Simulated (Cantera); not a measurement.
Charge: 1 mol Si3N4, 0.045 mol CO2, 41 mol H2, held at 1200 °C and 72.0 mbar.

Equilibrium computed with Cantera from the NASA thermochemical tables; the gas is ideal and each condensed phase is pure. Candidate condensed phases: C, C6H6, C7H8, C8H18, H2O, Si, SiC, SiO2, Si2N2O, Si3N4; 151 gas species. Mutual solubility and eutectic melting of coexisting phases are not modelled. Equilibrium is a limit: real reactors are often held back by kinetics, nucleation or transport.

Base state: H2 0.998, N2 0.00146, H 4.72e-5 (mole fractions); condensed: SiC(s) + Si2N2O(s) + Si3N4(s).

Problem. What changes in the equilibrium state with this change: CO2 from 0.045 to 0.68 mol?

Solution. 
```json
[
 {"species": "H2", "before": "0.998", "after": "0.978"},
 {"species": "N2", "before": "0.00146", "after": "0.0184"},
 {"species": "CO", "before": "5.76e-7", "after": "0.00311"},
 {"species": "SiO", "before": "3.96e-6", "after": "1.28e-5"},
 {"species": "HCN", "before": "5.30e-7", "after": "7.59e-5"},
 {"species": "CH4", "before": "3.36e-6", "after": "0.000131"},
 {"species": "H", "before": "4.72e-5", "after": "4.67e-5"},
 {"species": "SiC(s), mol", "before": "0.0448", "after": "0.541"},
 {"species": "Si2N2O(s), mol", "before": "0.0898", "after": "1.23"},
 {"species": "Si3N4(s), mol", "before": "0.925", "after": "0"}
]
```
